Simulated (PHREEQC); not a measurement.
Dissolve 180 mmol/kgw CuCl2, 0.76 mmol/kgw HNO3 and 1.3 mmol/kgw FeCl3 at 25 °C. Closed to the air; pH follows from the charge balance.

The numbers come from PHREEQC with the ion-association model, phreeqc.dat.

```tsv
quantity	before	after
pH	2.98	2.76
ionic strength (mol/kgw)	0.474	0.00656
Cl- (mol/kgw)	0.327	0.00388
```

Task: Which change was made?
(A) FeCl3 replaced by BaCl2 at the same molality
(B) FeCl3 from 0.0013 to 0.00026 mol/kgw
(C) CuCl2 left out
(D) HNO3 replaced by Fe(NO3)3 at the same molality
(E) CuCl2 from 0.18 to 0.162 mol/kgw

Result: C, CuCl2 left out

Precipitation was switched off in this run. Some of these states are supersaturated (in Hematite (slow to form), Goethite (slow to form), for instance).
